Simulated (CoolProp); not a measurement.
A single-stage vapour-compression cycle with cis-2-butene: evaporating at 245.15 K (dew point), condensing at 295.15 K (bubble point), superheat 5 K, subcooling 0 K, compressor efficiency 0.75, no pressure losses. Each further row changes one setting.

The numbers come from the reference Helmholtz-energy equation of state, Lemmon 2005 in CoolProp. It is a short technical equation, of lower accuracy than the large ones.

```tsv
case	cooling COP	pressure ratio	discharge temperature (K)	refrigerating effect (kJ/kg)	volumetric capacity (kJ/m³)
as stated	3.11	7.72	331.7	343	236
evaporating temperature 250.15 K	3.59	6.03	327.2	(withheld)	302
condensing temperature 290.15 K	3.52	6.52	(withheld)	354	243
subcooling 5 K	3.21	7.72	331.7	354	243
superheat 15 K	(withheld)	7.72	342.3	356	235
compressor efficiency 0.65	2.69	7.72	(withheld)	343	236
```

Problem. What belongs in the gaps?

Solution. 
- evaporating temperature 250.15 K, refrigerating effect (kJ/kg): 349
- condensing temperature 290.15 K, discharge temperature (K): 324.8
- superheat 15 K, cooling COP: 3.10
- compressor efficiency 0.65, discharge temperature (K): 342.0
